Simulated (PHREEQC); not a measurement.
Consider water at 72 °C with 0.055 mol/kgw HF, 0.0016 mol/kgw NaHCO3 and 0.00046 mol/kgw Cu(NO3)2. Closed to the air; pH follows from the charge balance.

Computed with PHREEQC (ion-association model, wateq4f.dat).

The ionic strength comes out as 0.00646 mol/kgw. What activity coefficients do CuF+, F-, HF2-, H+, Cu+2 get?

CuF+ 0.91, F- 0.91, HF2- 0.91, H+ 0.92, Cu+2 0.70.

Precipitation was switched off in this run. Species that the database lacks are ignored. Away from 25 °C the constants follow the database's enthalpies or fits; those with neither stay at their 25 °C values.
